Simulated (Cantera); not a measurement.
# Ignition delay

Mixture: 44.4 % H2, 11.7 % O2, 43.9 % N2, equivalence ratio 1.9, at 130000 Pa, adiabatic and at constant pressure. Ignition delay is the time to a rise of 400 K.

Detailed kinetics in Cantera: the H2/O2 subset of GRI-Mech 3.0, which has no nitrogen chemistry. Where the delays flatten at high temperature, the 400 K rule measures the pace of heat release, not the induction time.

```
T0 (K)  delay (ms)
------  ----------
975           4.46
1075         0.110
1175        0.0474
1275        0.0277
1375        0.0189
1475        0.0144
1575        0.0121
1675        0.0110
```
